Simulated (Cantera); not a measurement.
Dilute partial oxidation

An isothermal, constant-pressure homogeneous reactor starts with CH3OH : O2 : N2 = 0.0053 : 0.0049 : 1 (molar parts), equivalence ratio 1.6, at 1075 K and 950000 Pa.

Computed with Cantera and GRI-Mech 3.0 (53 species, 325 reactions). GRI-Mech 3.0 was tuned for natural gas; its chemistry of methanol as a main component is partial and can be far from experiment.

```
t (s)      x CH3OH      x O2     x HO2    x C2H6      x NO
--------  --------  --------  --------  --------  --------
9.00e-5    0.00525   0.00485   1.86e-9    <1e-12    <1e-12
0.000340   0.00525   0.00485   7.88e-9    <1e-12    <1e-12
0.00128    0.00525   0.00485   3.19e-8    <1e-12    <1e-12
0.00484    0.00525   0.00485   1.23e-7  3.26e-12    <1e-12
0.0183     0.00524   0.00485   4.91e-7  1.07e-11    <1e-12
0.0690     3.50e-5   0.00144   4.63e-6  4.23e-12  8.18e-12
0.261     4.68e-11  0.000193   6.08e-7    <1e-12  7.94e-11
0.984     2.98e-12   8.57e-7   2.36e-9    <1e-12  6.37e-11
3.72        <1e-12   5.07e-9  3.02e-12    <1e-12  2.59e-11
14.0        <1e-12  1.09e-10    <1e-12    <1e-12  8.69e-12
53.0        <1e-12  2.43e-12    <1e-12    <1e-12  1.34e-12
200         <1e-12    <1e-12    <1e-12    <1e-12    <1e-12
```
x: mole fraction; the columns are a selection and need not sum to one.

Equilibrium at this temperature and pressure: CH3OH <1e-12, O2 <1e-12, HO2 <1e-12, C2H6 <1e-12, NO <1e-12 (gas phase only).
